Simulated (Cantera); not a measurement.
# Fluorocarbon and chlorocarbon gases: CF4 + H2

A closed system holds: 1 mol CF4, 0.52 mol H2, at 4.70 Pa.

Equilibrium computed with Cantera from the NASA thermochemical tables; the gas is ideal and each condensed phase is pure. Candidate condensed phases: C, C6H6, C7H8, C8H18; 95 gas species. Gases not in the tables: C2F6 and larger saturated fluorocarbons. The numbers say what is thermodynamically allowed, not how fast it happens.

```json
[
 {"T (K)": "1250", "x HF": "0.584", "x F": "1.75e-5", "x CF4": "0.416", "x CF2": "4.49e-5", "x CF3": "5.13e-6", "n C(graphite)": "0.260"},
 {"T (K)": "1325", "x HF": "0.584", "x F": "9.77e-5", "x CF4": "0.416", "x CF2": "0.000207", "x CF3": "1.77e-5", "n C(graphite)": "0.260"},
 {"T (K)": "1400", "x HF": "0.584", "x F": "0.000455", "x CF4": "0.415", "x CF2": "0.000809", "x CF3": "5.34e-5", "n C(graphite)": "0.259"},
 {"T (K)": "1475", "x HF": "0.583", "x F": "0.00181", "x CF4": "0.413", "x CF2": "0.00274", "x CF3": "0.000143", "n C(graphite)": "0.258"},
 {"T (K)": "1550", "x HF": "0.579", "x F": "0.00629", "x CF4": "0.406", "x CF2": "0.00818", "x CF3": "0.000346", "n C(graphite)": "0.255"},
 {"T (K)": "1625", "x HF": "0.569", "x F": "0.0193", "x CF4": "0.389", "x CF2": "0.0217", "x CF3": "0.000754", "n C(graphite)": "0.249"},
 {"T (K)": "1700", "x HF": "0.546", "x F": "0.0530", "x CF4": "0.349", "x CF2": "0.0510", "x CF3": "0.00145", "n C(graphite)": "0.236"},
 {"T (K)": "1775", "x HF": "0.498", "x F": "0.128", "x CF4": "0.269", "x CF2": "0.103", "x CF3": "0.00235", "n C(graphite)": "0.218"},
 {"T (K)": "1850", "x HF": "0.420", "x F": "0.264", "x CF4": "0.149", "x CF2": "0.164", "x CF3": "0.00281", "n C(graphite)": "0.218"},
 {"T (K)": "1925", "x HF": "0.342", "x F": "0.433", "x CF4": "0.0438", "x CF2": "0.178", "x CF3": "0.00198", "n C(graphite)": "0.314"},
 {"T (K)": "2000", "x HF": "0.299", "x F": "0.562", "x CF4": "0.00635", "x CF2": "0.130", "x CF3": "0.000788", "n C(graphite)": "0.516"}
]
```
x: gas mole fraction; n: condensed amount in mol.

From 1250 K to 2000 K the condensed part is C(graphite). The main C-bearing gas is CF4 at 1250 K and CF2 at 2000 K.
